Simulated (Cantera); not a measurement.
Cantera run:

```python
import numpy as np
import cantera as ct

gas_names = [...]  # 136 gases of nasa_gas.yaml made of C, H, N, O
cond_names = """
    C(gr) C6H6(L) C7H8(L) C8H18(L),n-octa H2O(s) H2O(L)
""".split()


# ... load() reads the species with a 1 bar reference pressure and builds the phases ...
atoms = {
    'acetone': {'C': 3, 'H': 6, 'O': 1},
    'CO2': {'C': 1, 'O': 2},
    'N2': {'N': 2},
    'H2O': {'H': 2, 'O': 1},
}
top_T = {'C(gr)': 4500}  # K; cautious upper limits of use, not melting points


# ... equilibrate(T, P, feed) seeds the gas with the atoms and calls Mixture.equilibrate('TP', solver="vcs", rtol=1e-11, max_steps=5000) ...
results = []
feed = {'acetone': 1, 'CO2': 1.2, 'N2': 0.46, 'H2O': 0.37}  # mol
P = 5900  # Pa
for T in [1700, 1750, 1800, 1850, 1900, 1950, 2000, 2050, 2100]:
    mix = equilibrate(T, P, feed)
    results.append((T, P, feed, dict(zip(mix.species_names, mix.species_moles))))

top = {s: max(r[3][s] / sum(r[3][g] for g in gas_names) for r in results) for s in gas_names}
cols = sorted((s for s in top if top[s] > 1e-05), key=lambda s: -top[s])[:7]
seen = [c for c in cond_names if any(r[3].get(c, 0) > 1e-12 for r in results)]
print("log10 of partial pressures in bar; condensed amounts in mol")
print(f"{'T/K':>10s}" + "".join(f"{s[:9]:>10s}" for s in cols + seen))
for T, P, feed, n in results:
    ng = sum(n[g] for g in gas_names)
    print(f"{T:10.4g}" + "".join(f"{np.log10(max(n[s] / ng * P / 1e5, 1e-99)):10.3f}" for s in cols)
          + "".join(f"{n.get(c, 0):10.4g}" for c in seen))
```

Output:

```
log10 of partial pressures in bar; condensed amounts in mol
       T/K        CO        H2        N2         H       HCN C2H2,acet       HNC     C(gr)
      1700    -1.534    -1.583    -2.449    -4.623    -4.452    -5.717    -5.977    0.4248
      1750    -1.534    -1.583    -2.450    -4.425    -4.337    -5.523    -5.808    0.4231
      1800    -1.534    -1.584    -2.451    -4.238    -4.229    -5.340    -5.650    0.4209
      1850    -1.534    -1.584    -2.452    -4.061    -4.127    -5.167    -5.500    0.4182
      1900    -1.534    -1.585    -2.454    -3.893    -4.031    -5.003    -5.359    0.4148
      1950    -1.534    -1.586    -2.455    -3.734    -3.940    -4.848    -5.225    0.4107
      2000    -1.535    -1.587    -2.457    -3.582    -3.854    -4.702    -5.099    0.4057
      2050    -1.535    -1.589    -2.460    -3.439    -3.772    -4.563    -4.979    0.3997
      2100    -1.535    -1.591    -2.462    -3.302    -3.695    -4.431    -4.866    0.3925
```

These are equilibrium values from Cantera (NASA tables, ideal gas, pure condensed phases), not measurements of a reactor. The feed counts by its element totals alone.
